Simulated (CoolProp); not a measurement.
Properties of R1336mzz(Z) along the isobar 3790 kPa.

Model: reference Helmholtz-energy equation of state, McLinden 2020, in CoolProp.

```tsv
T (°C)	phase	density (kg/m³)	cp (kJ/(kg K))	cv (kJ/(kg K))	expansivity (1/kK)
129.15	liquid	1062	(withheld)	1.047	3.852
138.95	liquid	1019	1.511	1.060	4.484
148.75	liquid	(withheld)	1.578	1.075	5.437
158.45	liquid	915.0	1.680	1.092	7.025
168.25	liquid	842.4	1.873	1.113	10.31
178.05	supercritical	732.8	2.399	1.148	(withheld)
187.75	supercritical	507.7	3.988	1.201	56.08
197.55	supercritical	343.9	2.334	1.171	25.18
207.35	supercritical	285.6	1.789	1.147	14.62
217.05	supercritical	253.5	1.582	1.135	10.51
226.85	supercritical	231.4	1.476	(withheld)	8.299
```

Q: Some entries are withheld; supply them.

A: 
- 129.15, cp (kJ/(kg K)): 1.463
- 148.75, density (kg/m³): 971.3
- 178.05, expansivity (1/kK): 20.42
- 226.85, cv (kJ/(kg K)): 1.129

The peak of cp marks the crossing from liquid-like to gas-like fluid above the critical point.
